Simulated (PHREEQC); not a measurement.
**Reverse-osmosis permeate**

Synthetic water in mg/kgw, 25 °C, pH 6.3, pe 1.8:

```
constituent           mg/kgw
------------------  --------
Na                      1.13
K                      0.888
Ca                     0.631
Mg                     0.476
Cl                     0.983
S(6) as SO4           0.0999
Alkalinity as HCO3      6.98
N(-3) as NH4        0.000312
Sr                   0.00319
```

Valence states are taken as typed.

All values are PHREEQC results (ion-association model, wateq4f.dat), not measurements.

- ionic strength = 0.000180 mol/kgw
- charge-balance error = -0.6 %

| species | molality | activity | log γ |
|---|---|---|---|
| CO2 | 0.000127 | 0.000127 | 0.000 |
| HCO3- | 0.000115 | 0.000113 | -0.007 |
| Na+ | 4.92e-5 | 4.84e-5 | -0.007 |
| Cl- | 2.77e-5 | 2.73e-5 | -0.007 |
| K+ | 2.27e-5 | 2.24e-5 | -0.007 |
| Mg+2 | 1.96e-5 | 1.84e-5 | -0.027 |
| Ca+2 | 1.57e-5 | 1.48e-5 | -0.027 |
| SO4-2 | 1.03e-6 | 9.71e-7 | -0.027 |
| H+ | 5.09e-7 | 5.01e-7 | -0.007 |
| Sr+2 | 3.63e-8 | 3.42e-8 | -0.027 |
| MgHCO3+ | 2.47e-8 | 2.43e-8 | -0.007 |

No solid was allowed to form.
